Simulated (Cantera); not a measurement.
A closed system holds: 1 mol Fe(CO)5, 0.26 mol CO, a varied amount of H2, held at 7.20 Torr.

Points: T (K) = 800, 850, 900, 950, 1000, 1050, 1100, 1150, 1200, 1250; n(H2) (mol) = 3.2, 4.2, 5.5, 7.3, 9.6, 13, 17, 22, 29.

Cantera's Mixture.equilibrate('TP', solver="vcs", rtol=1e-11, max_steps=5000) on the NASA tables stopped like this:

```
ERROR: FAILURE its = 5001!

*******************************************************************************
CanteraError thrown by MultiPhase::equilibrate:
VCS solver failed. Return code: -1
*******************************************************************************
```

Problem. What got this run through?

Solution. One answer among several that fit: The failure is numerical, not chemical. The same input converged with solver="gibbs", rtol=1e-10, max_steps=50000, and the result passed a check of the equilibrium conditions:
```
    800        3.2  C(gr) + Fe(a)
    800        4.2  C(gr) + Fe(a)
    800        5.5  C(gr) + Fe(a)
    800        7.3  C(gr) + Fe(a)
    800        9.6  C(gr) + Fe(a)
    800         13  C(gr) + Fe(a)
    800         17  C(gr) + Fe(a)
    800         22  C(gr) + Fe(a)
    800         29  C(gr) + Fe(a)
    850        3.2  C(gr) + Fe(a)
    850        4.2  C(gr) + Fe(a)
    850        5.5  C(gr) + Fe(a)
    850        7.3  C(gr) + Fe(a)
    850        9.6  C(gr) + Fe(a)
    850         13  C(gr) + Fe(a)
    850         17  C(gr) + Fe(a)
    850         22  C(gr) + Fe(a)
    850         29  C(gr) + Fe(a)
    900        3.2  C(gr) + Fe(a)
    900        4.2  C(gr) + Fe(a)
    900        5.5  C(gr) + Fe(a)
    900        7.3  C(gr) + Fe(a)
    900        9.6  C(gr) + Fe(a)
    900         13  C(gr) + Fe(a)
    900         17  C(gr) + Fe(a)
    900         22  C(gr) + Fe(a)
    900         29  C(gr) + Fe(a)
    950        3.2  C(gr) + Fe(a)
    950        4.2  C(gr) + Fe(a)
    950        5.5  C(gr) + Fe(a)
    950        7.3  C(gr) + Fe(a)
    950        9.6  C(gr) + Fe(a)
    950         13  C(gr) + Fe(a)
    950         17  C(gr) + Fe(a)
    950         22  C(gr) + Fe(a)
    950         29  C(gr) + Fe(a)
   1000        3.2  C(gr) + Fe(a)
   1000        4.2  C(gr) + Fe(a)
   1000        5.5  C(gr) + Fe(a)
   1000        7.3  C(gr) + Fe(a)
   1000        9.6  C(gr) + Fe(a)
   1000         13  C(gr) + Fe(a)
   1000         17  C(gr) + Fe(a)
   1000         22  C(gr) + Fe(a)
   1000         29  Fe(a)
   1050        3.2  C(gr) + Fe(a)
   1050        4.2  C(gr) + Fe(a)
   1050        5.5  C(gr) + Fe(a)
   1050        7.3  C(gr) + Fe(a)
   1050        9.6  C(gr) + Fe(a)
   1050         13  C(gr) + Fe(a)
   1050         17  C(gr) + Fe(a)
   1050         22  Fe(a)
   1050         29  Fe(a)
   1100        3.2  C(gr) + Fe(a)
   1100        4.2  C(gr) + Fe(a)
   1100        5.5  C(gr) + Fe(a)
   1100        7.3  C(gr) + Fe(a)
   1100        9.6  C(gr) + Fe(a)
   1100         13  C(gr) + Fe(a)
   1100         17  C(gr) + Fe(a)
   1100         22  Fe(a)
   1100         29  Fe(a)
   1150        3.2  C(gr) + Fe(a)
   1150        4.2  C(gr) + Fe(a)
   1150        5.5  C(gr) + Fe(a)
   1150        7.3  C(gr) + Fe(a)
   1150        9.6  C(gr) + Fe(a)
   1150         13  C(gr) + Fe(a)
   1150         17  Fe(a)
   1150         22  Fe(a)
   1150         29  Fe(a)
   1200        3.2  C(gr) + Fe(c)
   1200        4.2  C(gr) + Fe(c)
   1200        5.5  C(gr) + Fe(c)
   1200        7.3  C(gr) + Fe(c)
   1200        9.6  C(gr) + Fe(c)
   1200         13  Fe(c)
   1200         17  Fe(c)
   1200         22  Fe(c)
   1200         29  Fe(c)
   1250        3.2  C(gr) + Fe(c)
   1250        4.2  C(gr) + Fe(c)
   1250        5.5  C(gr) + Fe(c)
   1250        7.3  C(gr) + Fe(c)
   1250        9.6  C(gr) + Fe(c)
   1250         13  Fe(c)
   1250         17  Fe(c)
   1250         22  Fe(c)
   1250         29  Fe(c)
```

The gas is ideal and each condensed phase is pure. Condensed phases not in the tables: cementite and carbon dissolved in iron.
